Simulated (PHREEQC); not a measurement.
**Silver or lead bath**

A solution holds 0.0038 mol/kgw PbCl2 and 0.00058 mol/kgw HNO3, at 25 °C. It is in equilibrium with CO2 at log p = 0 (atm). Otherwise closed; pH follows from the charge balance.

Model: ion-association model, wateq4f.dat, run in PHREEQC.

Precipitation was switched off in this run.

Task: What pH does the model give?

Result: pH 3.23.

Task: In which forms is N present?

Result: NO3- 97 %, PbNO3+ 2.9 % of the N.
